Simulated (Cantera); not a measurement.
A diamond (100) surface in a fixed gas of H2 with x(CH4) = 0.0039, x(H) = 0.0088, x(CH3) = 0.00019, 13000 Pa; coverages are run to steady state.

Model: the Harris–Goodwin 1993 mechanism for the reconstructed diamond (100) surface, integrated in Cantera.

θ: site fractions in the mechanism's names (c6HH fully hydrogenated, c6H* and c6*H radical sites, c6** diradical, c6HM methylated).

| T (K) | growth (µm/h) | θ c6HH | θ c6H* | θ c6*H | θ c6** | θ c6HM |
|---|---|---|---|---|---|---|
| 925 | 8.78 | 0.654 | 0.0122 | 0.308 | 0.00535 | 0.0159 |
| 975 | 11.4 | 0.609 | 0.0161 | 0.349 | 0.00798 | 0.0128 |
| 1025 | 14.2 | 0.566 | 0.0205 | 0.387 | 0.0114 | 0.0103 |
| 1075 | ___ | 0.526 | ___ | 0.421 | ___ | ___ |
| 1125 | 18.7 | 0.488 | 0.0304 | 0.451 | 0.0207 | 0.00630 |
| 1175 | 18.5 | 0.454 | 0.0357 | 0.477 | 0.0266 | 0.00440 |
| 1225 | 15.9 | 0.422 | 0.0411 | 0.498 | 0.0333 | 0.00266 |
| 1275 | 12.3 | 0.394 | 0.0466 | 0.516 | 0.0407 | 0.00138 |
| 1325 | ___ | 0.368 | ___ | 0.530 | ___ | ___ |
| 1375 | 8.03 | 0.345 | 0.0571 | 0.540 | 0.0570 | 0.000279 |

Task: Complete the blanks.

Result: 
- 1075, growth (µm/h): 16.9
- 1075, θ c6H*: 0.0253
- 1075, θ c6**: 0.0156
- 1075, θ c6HM: 0.00823
- 1325, growth (µm/h): 9.46
- 1325, θ c6H*: 0.0519
- 1325, θ c6**: 0.0486
- 1325, θ c6HM: 0.000637
